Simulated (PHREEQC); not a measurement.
FeCl3 is added in steps, without added water, to 1 kg of water holding 0.082 mol HCl, 0.084 mol LiCl and 0.0032 mol NiSO4, at 25 °C. O2 is buffered at 0.21 atm. CO2 is held at log p = -3.4 (atm). Only these solids could form: Fe(OH)3(a), Ni(OH)2, NiCO3, Ni4(OH)6SO4, Morenosite.

Base run: PHREEQC, ion-association model, wateq4f.dat. Each further column changes one thing. The table gives HSO4- (mol/kgw).

```
FeCl3 added (mol)      base  all activity coefficients set to 1  Davies equation for every ion  Debye-Hückel limiting law
-----------------  --------  ----------------------------------  -----------------------------  -------------------------
0                   0.00221                             0.00261                        0.00218                    0.00162
0.03125            0.000853                            0.000684                       0.000927                   0.000950
0.04688            0.000714                            0.000551                       0.000770                   0.000769
0.07812            0.000586                            0.000437                       0.000608                   0.000500
0.09375            0.000552                            0.000409                       0.000560                   0.000404
0.125              0.000509                            0.000375                       0.000494                   0.000269
0.1562             0.000485                            0.000357                       0.000452                   0.000184
0.1719             0.000476                            0.000351                       0.000436                   0.000154
0.2031             0.000465                            0.000343                       0.000411                   0.000109
0.2188             0.000461                            0.000341                       0.000401                    9.31e-5
0.25               0.000455                            0.000338                       0.000386                    6.85e-5
```

The ionic strength passes 0.7 mol/kgw, the rough limit of the ion-association models, in part of: base; Davies equation for every ion; Debye-Hückel limiting law.
